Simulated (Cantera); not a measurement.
A closed system holds: 1 mol C3H8, 0.062 mol NH3, at 0.240 bar.

Equilibrium computed with Cantera from the NASA thermochemical tables; the gas is ideal and each condensed phase is pure. Candidate condensed phases: C, C6H6, C7H8, C8H18; 92 gas species. The numbers say what is thermodynamically allowed, not how fast it happens. All values below are at 2875 K.

Base state: H2 0.765, H 0.189, C2H2 (acetylene) 0.0326, HCN 0.00708, N2 0.00257, HNC 0.00121, C2H 0.00115, C4H2 0.000578 (mole fractions); condensed: C(graphite).

Task: What changes in the equilibrium state with this change: NH3 from 0.062 to 0.051 mol?

Result: 
| species | before | after |
|---|---|---|
| H2 | 0.765 | 0.767 |
| H | 0.189 | 0.189 |
| C2H2 (acetylene) | 0.0326 | 0.0326 |
| HCN | 0.00708 | 0.00616 |
| N2 | 0.00257 | 0.00194 |
| CN | 0.000159 | 0.000139 |
| HNC | 0.00121 | 0.00105 |
| CH4 | 1.26e-5 | 1.26e-5 |
| C(graphite), mol | 2.64 | 2.64 |

Task: What changes in the equilibrium state with this change: NH3 from 0.062 to 0.036 mol?

Result: 
```
species             before     after
----------------  --------  --------
H2                   0.765     0.769
H                    0.189     0.189
C2H2 (acetylene)    0.0326    0.0327
HCN                0.00708   0.00476
N2                 0.00257   0.00116
CN                0.000159  0.000107
HNC                0.00121  0.000810
CH4                1.26e-5   1.27e-5
C(graphite), mol      2.64      2.65
```
